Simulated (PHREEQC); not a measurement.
Make-up at 95 °C: 0.0042 mol/kgw NH4Cl, 0.00025 mol/kgw KOH and 0.0013 mol/kgw KCl. Closed to the air; pH follows from the charge balance.

All values are PHREEQC results (ion-association model, phreeqc.dat), not measurements.

This is a speciation only: nothing precipitates in the calculation.

Problem. What pH, specific conductance does the model give?

Solution. pH 6.36; specific conductance 2330 µS/cm.

Problem. In which forms is N present?

Solution. NH4+ 94 %, NH3 5.9 % of the N.

Complexes and solids missing from the database can't appear. Constants without temperature data keep their 25 °C values here.
